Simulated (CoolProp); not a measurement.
R114 along the isotherm 409 K: fugacity coefficient from the reference equation and from simpler models built on Tc = 420.6 K, pc = 3352 kPa, ω = 0.252; each cubic takes its own stable root.

Model: reference Helmholtz-energy equation of state, Platzer 1990, in CoolProp. This equation is an older, rougher fit; its heat capacities, sound speeds and derivatives of the liquid may be far off and weren't checked against measurements.

| p (kPa) | phase | reference |
|---|---|---|
| 15.9 | gas | 0.9982 |
| 36.2 | gas | 0.9960 |
| 82.4 | gas | 0.9909 |
| 187 | gas | 0.9794 |
| 427 | gas | 0.9531 |
| 971 | gas | 0.8938 |
| 2210 | gas | 0.7577 |
| 5030 | liquid | 0.4261 |

### Question
How far does each simpler model (van der Waals, Redlich-Kwong, Soave-Redlich-Kwong, Peng-Robinson) lie from the reference over these 8 states: mean and median of the absolute difference, and the worst?

### Answer
- van der Waals: mean 2.8 %, median 0.5 %, worst +15.1 % at 409 K and 5030 kPa
- Redlich-Kwong: mean 0.7 %, median 0.0 %, worst +4.7 % at 409 K and 5030 kPa
- Soave-Redlich-Kwong: mean 0.4 %, median 0.0 %, worst +2.6 % at 409 K and 5030 kPa
- Peng-Robinson: mean 0.8 %, median 0.4 %, worst -2.2 % at 409 K and 2210 kPa
